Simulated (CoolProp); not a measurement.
Vapour-liquid equilibrium of R113 (1) + benzene (2) at 298 kPa; x and y are mole fractions of (1).

Model: multi-fluid Helmholtz-energy mixture model, Marx 1992 and Thol 2012; pair parameters Bell 2016, in CoolProp.

### Question
Give the bubble temperature and the first vapour's composition at x = 0.5, 0.65, 0.8. Is there an azeotrope?

### Answer
x = 0.5: 94.3 °C, y = 0.690; x = 0.65: 90.8 °C, y = 0.786; x = 0.8: 87.9 °C, y = 0.876. No azeotrope shows between x = 0.05 and 0.95.

The pair parameters rest on a limited set of measurements; away from them the model extrapolates.
